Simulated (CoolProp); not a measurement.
o-xylene at 609.22 K and 1.84 MPa is throttled through a valve to 0.152 MPa with no heat exchange. Each further row changes one setting.

Values from CoolProp's reference Helmholtz-energy equation of state, Zhou 2012.

| case | temperature change (K) | final density (kg/m³) |
|---|---|---|
| as stated | -17.1 | 3.34 |
| outlet pressure 0.0456 MPa | -18.0 | 0.990 |
| outlet pressure 0.198 MPa | -16.7 | 4.37 |
